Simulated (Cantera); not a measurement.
Standard-state values (1 bar) from the NASA 1993 polynomials, evaluated with Cantera. Values are per mole of reaction as written; species without (g) are pure solids or liquids, kept so even where they would boil at 1 bar.

5 O3(g) + 6 Ta = 3 Ta2O5, with ΔH° = -6846.9 kJ and ΔS° = -1014.0 J/K at 300 K.

How far is the shortcut ΔG° ≈ ΔH°(300 K) − T·ΔS°(300 K) from the full temperature-dependent value at 1698, 1748, 1798, 1848, 1898, 1948, 1998 K?


```csv
T (K),shortcut (kJ),full (kJ),difference (kJ),difference in log10 K
1698,-5125.1,-5249.1,124.0,-3.81
1748,-5074.4,-5206.1,131.6,-3.93
1798,-5023.7,-5163.1,139.4,-4.05
1848,-4973.0,-5120.3,147.3,-4.16
1898,-4922.3,-5077.6,155.2,-4.27
1948,-4871.6,-5034.9,163.3,-4.38
1998,-4820.9,-4992.4,171.5,-4.48
```
The shortcut ignores the heat-capacity change of the reaction.
